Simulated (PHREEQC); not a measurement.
Dissolve 0.023 mol H3PO4, 0.0012 mol HF and 0.0003 mol H4SiO4 per kg of water at 25 °C. Closed to the air; pH follows from the charge balance.

Model: ion-association model, wateq4f.dat, run in PHREEQC.

Each row changes one thing in this solution. No solid was allowed to form.

```csv
case,pH,ionic strength (mol/kgw),H3PO4 (mol/kgw),H2PO4- (mol/kgw),HPO4-2 (mol/kgw),SI of Chalcedony (SiO2)
as made,2.03,0.0103,0.0128,0.0102,9.18e-8,+0.03
temperature from 25 to 35 °C,2.04,0.00989,0.0132,0.00981,9.70e-8,-0.08
HF left out,2.03,0.0103,0.0127,0.0103,9.25e-8,+0.03
diluted 10-fold with water,2.75,0.00187,[?],0.00184,7.35e-8,-0.97
H3PO4 from 0.023 to 0.0023 mol/kgw,2.70,0.00211,0.000505,0.00179,[?],+0.02
```

Complete the blanks.


- diluted 10-fold with water, H3PO4 (mol/kgw): 0.000462
- H3PO4 from 0.023 to 0.0023 mol/kgw, HPO4-2 (mol/kgw): 6.45e-8

Complexes and solids missing from the database can't appear. Some of these states are supersaturated (in Quartz (slow to form), for instance). H3PO4, which wateq4f.dat lacks, is added to it with the constant of phreeqc.dat. SiF6-2 is the database's only silicon fluoride.
